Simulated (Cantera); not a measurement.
Standard-state values (1 bar) from the NASA 1993 polynomials, evaluated with Cantera. Values are per mole of reaction as written; species without (g) are pure solids or liquids, kept so even where they would boil at 1 bar.

Nb + 4 NO(g) = NbO₂ + 2 N₂O(g)

| T (K) | ΔH° (kJ) | ΔS° (J/K) | ΔG° (kJ) | log10 K | condensed phases |
|---|---|---|---|---|---|
| 300 | ? | ? | ? | ? | Nb(s), NbO₂(s) |
| 925 | ? | ? | ? | ? | Nb(s), NbO₂(s) |
| 1125 | -976.4 | -360.8 | -570.5 | 26.49 | Nb(s), NbO₂(s) |
| 1325 | -969.8 | -355.4 | -498.9 | 19.67 | Nb(s), NbO₂(s) |
| 1525 | -964.1 | -351.4 | -428.2 | 14.67 | Nb(s), NbO₂(s) |
| 1725 | -958.6 | -348.0 | -358.3 | 10.85 | Nb(s), NbO₂(s) |
| 1925 | -953.4 | -345.1 | -289.0 | 7.84 | Nb(s), NbO₂(s) |
| 2125 | -948.3 | -342.7 | -220.2 | 5.41 | Nb(s), NbO₂(s) |
| 2325 | -849.9 | -297.5 | -158.3 | 3.56 | Nb(s), NbO₂(l) |
| 2525 | -843.5 | -294.8 | -99.1 | 2.05 | Nb(s), NbO₂(l) |
| 2725 | ? | ? | ? | ? | Nb(s), NbO₂(l) |
| 2925 | ? | ? | ? | ? | Nb(l), NbO₂(l) |

**Question.** Fill in the missing entries.

**Answer.** 
- 300, ΔH° (kJ): -996.8
- 300, ΔS° (J/K): -385.0
- 300, ΔG° (kJ): -881.4
- 300, log10 K: 153.45
- 925, ΔH° (kJ): -986.8
- 925, ΔS° (J/K): -370.8
- 925, ΔG° (kJ): -643.8
- 925, log10 K: 36.36
- 2725, ΔH° (kJ): -837.6
- 2725, ΔS° (J/K): -292.6
- 2725, ΔG° (kJ): -40.3
- 2725, log10 K: 0.77
- 2925, ΔH° (kJ): -857.4
- 2925, ΔS° (J/K): -299.9
- 2925, ΔG° (kJ): 19.7
- 2925, log10 K: -0.35
